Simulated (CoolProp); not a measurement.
Saturated liquid density (kg/m³) of nitrous oxide: the reference equation beside estimates from Tc = 309.5 K, pc = 7245 kPa, ω = 0.161. Rackett uses Z = 0.29056 − 0.08775 ω.

Model: reference Helmholtz-energy equation of state, Lemmon 2006, in CoolProp. It is a short technical equation, of lower accuracy than the large ones.

```csv
T (K),reference,Rackett,van der Waals,Redlich-Kwong,Soave-Redlich-Kwong,Peng-Robinson
239.4,1052,1040,658.4,938.0,963.7,1093
242.4,1041,1029,651.3,925.2,951.2,1079
245.5,1029,1018,643.8,911.8,937.9,1064
248.5,1017,1006,636.4,898.4,924.6,1049
251.5,1005,994.6,628.7,884.6,910.9,1034
254.5,992.5,982.8,620.9,870.5,896.8,1018
257.5,979.8,970.6,612.8,855.9,882.2,1001
260.5,966.8,958.1,604.5,840.9,867.1,983.7
263.5,953.3,945.1,595.9,825.5,851.4,965.7
266.5,939.5,931.8,587.0,809.5,835.2,947.0
269.6,924.7,917.5,577.5,792.3,817.7,926.9
```

Absolute difference from the reference over all 11 rows, mean and median: Rackett 1.0 and 1.0 %, van der Waals 37.5 and 37.4 %, Redlich-Kwong 12.4 and 12.3 %, Soave-Redlich-Kwong 9.8 and 9.6 %, Peng-Robinson 2.3 and 2.6 %.
